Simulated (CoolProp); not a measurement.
Properties of octamethyltrisiloxane (MDM) along the isobar 2.35 MPa (Tc = 565.4 K, pc = 1.438 MPa, ω = 0.528).

Computed with CoolProp (reference Helmholtz-energy equation of state, Thol 2017).

```tsv
T (K)	phase	speed of sound (m/s)	fugacity coefficient
265.5	liquid	1046	2.399e-5
291.5	liquid	956.6	(withheld)
317.5	liquid	870.4	0.0008876
343.6	liquid	786.8	0.003242
369.6	liquid	(withheld)	0.009285
395.6	liquid	628.8	0.02208
421.6	liquid	(withheld)	0.04530
447.7	liquid	480.9	0.08268
473.7	liquid	(withheld)	0.1365
499.7	liquid	341.5	(withheld)
525.7	liquid	(withheld)	0.2954
```

Question: Some entries are withheld; supply them.

Answer: 
- 291.5, fugacity coefficient: 0.0001792
- 369.6, speed of sound (m/s): 706.4
- 421.6, speed of sound (m/s): 553.8
- 473.7, speed of sound (m/s): 410.4
- 499.7, fugacity coefficient: 0.2078
- 525.7, speed of sound (m/s): 273.1
